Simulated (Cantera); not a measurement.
What does this Cantera script print?

```python
import numpy as np
import cantera as ct

gas = ct.Solution("gri30.yaml", transport_model="mixture-averaged")
show = ['NO', 'H2', 'O']

rows = []
print(f"{'T/K':>7s}{'rho':>11s}{'cp':>10s}{'mu':>11s}{'lambda':>11s}{'Pr':>7s}" + "".join(f"{'D_' + s:>11s}" for s in show))
for T in [400, 500, 600, 700, 800, 900, 1000, 1100, 1200]:
    gas.TPX = T, 100000, {'N2': 0.49, 'NO': 0.42}
    Pr = gas.cp_mass * gas.viscosity / gas.thermal_conductivity
    D = [gas.mix_diff_coeffs_mole[gas.species_index(s)] for s in show]
    rows.append([gas.density, gas.cp_mass, gas.viscosity, gas.thermal_conductivity, Pr, *D])
    print(f"{T:7g}{gas.density:11.4e}{gas.cp_mass:10.1f}{gas.viscosity:11.4e}"
          f"{gas.thermal_conductivity:11.4e}{Pr:7.3f}" + "".join(f"{d:11.4e}" for d in D))
print("SI units: kg/m3, J/kg/K, Pa s, W/m/K, m2/s")
```

It prints:

```
    T/K        rho        cp         mu     lambda     Pr       D_NO       D_H2        D_O
    400 8.6997e-01    1023.6 2.2707e-05 3.2611e-02  0.713 3.4324e-05 1.2842e-04 5.3765e-05
    500 6.9598e-01    1038.0 2.6553e-05 3.8920e-02  0.708 5.0319e-05 1.8682e-04 7.8657e-05
    600 5.7998e-01    1058.2 3.0070e-05 4.5140e-02  0.705 6.8560e-05 2.5336e-04 1.0703e-04
    700 4.9713e-01    1082.0 3.3346e-05 5.1229e-02  0.704 8.8899e-05 3.2754e-04 1.3867e-04
    800 4.3499e-01    1107.1 3.6433e-05 5.7173e-02  0.705 1.1122e-04 4.0895e-04 1.7339e-04
    900 3.8665e-01    1131.1 3.9369e-05 6.2965e-02  0.707 1.3543e-04 4.9726e-04 2.1105e-04
   1000 3.4799e-01    1151.9 4.2180e-05 6.8606e-02  0.708 1.6146e-04 5.9221e-04 2.5153e-04
   1100 3.1635e-01    1167.8 4.4884e-05 7.4101e-02  0.707 1.8924e-04 6.9357e-04 2.9473e-04
   1200 2.8999e-01    1182.2 4.7498e-05 7.9453e-02  0.707 2.1870e-04 8.0111e-04 3.4057e-04
SI units: kg/m3, J/kg/K, Pa s, W/m/K, m2/s
```

Computed with Cantera and GRI-Mech 3.0 (53 species, 325 reactions). The composition is frozen, though it would react at the higher temperatures.
